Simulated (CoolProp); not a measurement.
A single-stage vapour-compression cycle with fluoroethane (R161): evaporating at 216.15 K (dew point), condensing at 250.15 K (bubble point), superheat 0 K, subcooling 5 K, compressor efficiency 0.65, no pressure losses. Each further row changes one setting.

The numbers come from the reference Helmholtz-energy equation of state, Wu 2012 in CoolProp.

```csv
case,cooling COP,pressure ratio,discharge temperature (K),refrigerating effect (kJ/kg),volumetric capacity (kJ/m³)
as stated,3.75,5.01,309.6,388,399
evaporating temperature 221.15 K,4.58,3.81,299.4,393,520
condensing temperature 245.15 K,4.47,4.08,(withheld),398,409
subcooling 10 K,(withheld),5.01,309.6,398,409
superheat 10 K,3.68,5.01,(withheld),399,390
compressor efficiency 0.55,3.17,5.01,323.8,388,399
```

Q: Fill in the missing entries.

A: 
- condensing temperature 245.15 K, discharge temperature (K): 297.6
- subcooling 10 K, cooling COP: 3.84
- superheat 10 K, discharge temperature (K): 321.1
